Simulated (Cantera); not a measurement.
**Low-pressure radical oxidation in H2/O2**

An isothermal, constant-pressure homogeneous reactor starts with 2.68 % H2, 95.6 % O2, 1.72 % H2O, equivalence ratio 0.014, at 1473 K and 130 Pa.

Cantera simulation using GRI-Mech 3.0 (53 species, 325 reactions); the numbers are that mechanism's predictions, not measurements. Radical loss at walls, strong at low pressure, is not modelled.

```json
[
 {"t (s)": "5.00e-6", "x H2": "0.0268", "x O2": "0.956", "x H2O": "0.0172", "x OH": "2.38e-11", "x H2O2": "<1e-12", "x O": "1.13e-11", "x H": "7.51e-10"},
 {"t (s)": "1.77e-5", "x H2": "0.0268", "x O2": "0.956", "x H2O": "0.0172", "x OH": "1.84e-10", "x H2O2": "<1e-12", "x O": "1.39e-10", "x H": "2.57e-9"},
 {"t (s)": "6.30e-5", "x H2": "0.0268", "x O2": "0.956", "x H2O": "0.0172", "x OH": "1.74e-9", "x H2O2": "<1e-12", "x O": "1.59e-9", "x H": "8.05e-9"},
 {"t (s)": "0.000224", "x H2": "0.0268", "x O2": "0.956", "x H2O": "0.0172", "x OH": "1.56e-8", "x H2O2": "7.47e-12", "x O": "1.52e-8", "x H": "2.03e-8"},
 {"t (s)": "0.000794", "x H2": "0.0268", "x O2": "0.956", "x H2O": "0.0172", "x OH": "1.10e-7", "x H2O2": "9.03e-11", "x O": "1.13e-7", "x H": "4.68e-8"},
 {"t (s)": "0.00282", "x H2": "0.0268", "x O2": "0.956", "x H2O": "0.0172", "x OH": "1.24e-6", "x H2O2": "9.91e-10", "x O": "1.35e-6", "x H": "3.22e-7"},
 {"t (s)": "0.0100", "x H2": "0.0256", "x O2": "0.955", "x H2O": "0.0180", "x OH": "0.000564", "x H2O2": "4.84e-9", "x O": "0.000630", "x H": "0.000139"},
 {"t (s)": "0.0355", "x H2": "0.000421", "x O2": "0.932", "x H2O": "0.0401", "x OH": "0.00497", "x H2O2": "3.02e-9", "x O": "0.0208", "x H": "0.00200"},
 {"t (s)": "0.126", "x H2": "0.000418", "x O2": "0.932", "x H2O": "0.0401", "x OH": "0.00496", "x H2O2": "3.01e-9", "x O": "0.0207", "x H": "0.00199"},
 {"t (s)": "0.447", "x H2": "0.000410", "x O2": "0.932", "x H2O": "0.0402", "x OH": "0.00491", "x H2O2": "2.99e-9", "x O": "0.0202", "x H": "0.00192"},
 {"t (s)": "1.59", "x H2": "0.000382", "x O2": "0.934", "x H2O": "0.0404", "x OH": "0.00474", "x H2O2": "2.92e-9", "x O": "0.0188", "x H": "0.00172"},
 {"t (s)": "5.63", "x H2": "0.000301", "x O2": "0.939", "x H2O": "0.0411", "x OH": "0.00422", "x H2O2": "2.68e-9", "x O": "0.0146", "x H": "0.00119"},
 {"t (s)": "20.0", "x H2": "0.000150", "x O2": "0.947", "x H2O": "0.0425", "x OH": "0.00299", "x H2O2": "2.01e-9", "x O": "0.00710", "x H": "0.000405"}
]
```
x: mole fraction; the columns are a selection and need not sum to one.

Equilibrium at this temperature and pressure: H2 1.66e-6, O2 0.955, H2O 0.0444, OH 0.000317, H2O2 2.77e-10, O 7.61e-5, H 4.55e-7 (gas phase only).
